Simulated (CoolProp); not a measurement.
The fluid at 298.15 K and 0.068 MPa is throttled through a valve to 0.0207 MPa with no heat exchange. The same conditions are run with several fluids, on thermodynamics alone (safety and materials aside).

Model: reference Helmholtz-energy equation of state of each fluid (R11: Jacobsen 1992; R507A: Lemmon 2003; R1233zd(E): Akasaka 2022; hydrogen chloride: Thol 2018; normal hydrogen: Leachman 2009), in CoolProp. Blends and air are pseudo-pure fits.

```tsv
fluid	temperature change (K)	final density (kg/m³)
R11	-1.9	1.16
R507A	-0.8	…
R1233zd(E)	-1.4	1.10
hydrogen chloride	-0.7	…
normal hydrogen	+0.0	…
```

Problem. Fill in the missing entries.

Solution. 
- R507A, final density (kg/m³): 0.831
- hydrogen chloride, final density (kg/m³): 0.306
- normal hydrogen, final density (kg/m³): 0.0168
